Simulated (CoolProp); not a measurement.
A simple Rankine cycle with water: condensing at 314.15 K, boiler at 3.32 MPa, turbine inlet 527.7 K, turbine efficiency 0.75, pump efficiency 0.6, no recuperator. Each further row changes one setting.

Computed with CoolProp (reference Helmholtz-energy equation of state, Wagner 2002).

```json
[
 {"case": "as stated", "thermal efficiency (%)": "?", "net work (kJ/kg)": "673", "heat in (kJ/kg)": "2680", "turbine exit temperature (K)": "314.1", "volume ratio over the turbine": "?"},
 {"case": "turbine inlet 547.7 K", "thermal efficiency (%)": "25.3", "net work (kJ/kg)": "692", "heat in (kJ/kg)": "2740", "turbine exit temperature (K)": "314.1", "volume ratio over the turbine": "?"},
 {"case": "condensing temperature 306.15 K", "thermal efficiency (%)": "26.1", "net work (kJ/kg)": "708", "heat in (kJ/kg)": "2710", "turbine exit temperature (K)": "306.1", "volume ratio over the turbine": "364"},
 {"case": "boiler pressure 2.32 MPa", "thermal efficiency (%)": "24.0", "net work (kJ/kg)": "654", "heat in (kJ/kg)": "2730", "turbine exit temperature (K)": "314.1", "volume ratio over the turbine": "167"},
 {"case": "turbine efficiency 0.65", "thermal efficiency (%)": "?", "net work (kJ/kg)": "?", "heat in (kJ/kg)": "2680", "turbine exit temperature (K)": "314.1", "volume ratio over the turbine": "?"}
]
```

Question: Some entries are withheld; supply them.

Answer: 
- as stated, thermal efficiency (%): 25.1
- as stated, volume ratio over the turbine: 243
- turbine inlet 547.7 K, volume ratio over the turbine: 233
- turbine efficiency 0.65, thermal efficiency (%): 21.8
- turbine efficiency 0.65, net work (kJ/kg): 583
- turbine efficiency 0.65, volume ratio over the turbine: 254

The expansion ends wet for: as stated; turbine inlet 547.7 K; condensing temperature 306.15 K; boiler pressure 2.32 MPa; turbine efficiency 0.65.
